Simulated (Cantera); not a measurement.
Cantera run:

```python
import numpy as np
import cantera as ct

gas_names = """
    CL CL2 H HCL H2 N NH NH2 NH3 N2 N2H2 N2H4 Si SiCL SiCL2 SiCL3 SiCL4 SiH SiHCL3 SiH2 SiH2CL2 SiH3
    SiH3CL SiH4 SiN Si2 Si2N Si3
""".split()
cond_names = """
    NH4CL(a) NH4CL(b) Si(cr) Si(L) Si3N4(a)
""".split()


# ... load() reads the species with a 1 bar reference pressure and builds the phases ...
atoms = {
    'Si2H6': {'Si': 2, 'H': 6},
    'Cl2': {'CL': 2},
    'N2': {'N': 2},
}
top_T = {'Si3N4(a)': 2400}  # K; cautious upper limits of use, not melting points


# ... equilibrate(T, P, feed) seeds the gas with the atoms and calls Mixture.equilibrate('TP', solver="vcs", rtol=1e-11, max_steps=5000) ...
results = []
feed = {'Si2H6': 1, 'Cl2': 0.37, 'N2': 46}  # mol
T = 825  # K
P = 1900  # Pa
mix = equilibrate(T, P, feed)
results.append((T, P, feed, dict(zip(mix.species_names, mix.species_moles))))
x = sorted(zip(gas.X, gas.species_names), reverse=True)
print(f"T = {T:g} K  P = {P:g} Pa  gas = {mix.phase_moles(0):.4g} mol")
print("   x: " + "  ".join(f"{s} {v:.3e}" for v, s in x if v > 1e-05))
print("   condensed (mol): " + ("  ".join(f"{mix.phase(i).name} {mix.phase_moles(i):.4g}"
      for i in range(1, mix.n_phases) if mix.phase_moles(i) > 1e-12) or "none"))
```

Result:

```
T = 825 K  P = 1900 Pa  gas = 48.04 mol
   x: N2 9.298e-01  H2 5.476e-02  HCL 1.539e-02
   condensed (mol): Si3N4(a) 0.6666
```

These are equilibrium values from Cantera (NASA tables, ideal gas, pure condensed phases), not measurements of a reactor. The feed counts by its element totals alone. N2 is the only nitrogen source here; it is nearly inert below about 1500 K, so the nitride shown seldom forms there in practice.
